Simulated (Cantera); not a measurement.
An isothermal, constant-pressure homogeneous reactor starts with 20.6 % H2, 79.4 % O2, at 1250 K and 0.0355 atm.

Computed with Cantera and the H2/O2 subset of GRI-Mech 3.0, which has no nitrogen chemistry. Radical loss at walls, strong at low pressure, is not modelled. The temperature is held fixed by assumption; the heat of reaction is taken as removed at once.

x: mole fraction; the columns are a selection and need not sum to one.

| t (s) | x H2 | x O2 | x OH | x O | x H | x H2O2 | x HO2 |
|---|---|---|---|---|---|---|---|
| 1.00e-6 | 0.206 | 0.794 | 3.03e-11 | 3.11e-11 | 9.77e-10 | <1e-12 | 1.01e-9 |
| 2.90e-6 | 0.206 | 0.794 | 2.28e-10 | 2.45e-10 | 2.72e-9 | <1e-12 | 2.92e-9 |
| 8.42e-6 | 0.206 | 0.794 | 1.49e-9 | 1.79e-9 | 7.52e-9 | 2.45e-12 | 8.48e-9 |
| 2.44e-5 | 0.206 | 0.794 | 9.11e-9 | 1.29e-8 | 2.66e-8 | 2.06e-11 | 2.47e-8 |
| 7.09e-5 | 0.206 | 0.794 | 1.23e-7 | 1.89e-7 | 2.97e-7 | 1.74e-10 | 7.31e-8 |
| 0.000206 | 0.206 | 0.793 | 7.01e-5 | 0.000109 | 0.000166 | 3.15e-9 | 1.33e-6 |
| 0.000597 | 0.0103 | 0.683 | 0.0120 | 0.0717 | 0.0604 | 8.11e-7 | 2.10e-5 |
| 0.00173 | 0.00615 | 0.722 | 0.00946 | 0.0405 | 0.0254 | 9.80e-7 | 2.27e-5 |
| 0.00503 | … | 0.759 | … | … | … | … | … |
| 0.0146 | 0.000166 | 0.768 | 0.00155 | 0.00102 | 9.77e-5 | 3.94e-7 | 5.70e-6 |
| 0.0423 | 2.11e-5 | 0.770 | 0.000563 | 0.000132 | 4.60e-6 | 1.33e-7 | 1.15e-6 |
| 0.123 | 3.85e-6 | 0.770 | 0.000245 | 2.49e-5 | 3.76e-7 | 4.54e-8 | 2.59e-7 |
| 0.356 | 9.15e-7 | 0.770 | 0.000121 | 6.05e-6 | 4.50e-8 | 1.59e-8 | 7.58e-8 |
| 1.03 | 2.58e-7 | 0.770 | 6.45e-5 | 1.73e-6 | 6.88e-9 | 5.67e-9 | 3.63e-8 |
| 3.00 | … | 0.770 | … | … | … | … | 3.42e-8 |

Problem. Complete the blanks.

Solution. 
- 0.00503, x H2: 0.00149
- 0.00503, x OH: 0.00465
- 0.00503, x O: 0.00913
- 0.00503, x H: 0.00266
- 0.00503, x H2O2: 8.89e-7
- 0.00503, x HO2: 1.75e-5
- 3.00, x H2: 8.83e-8
- 3.00, x OH: 3.78e-5
- 3.00, x O: 5.95e-7
- 3.00, x H: 1.39e-9
- 3.00, x H2O2: 2.30e-9
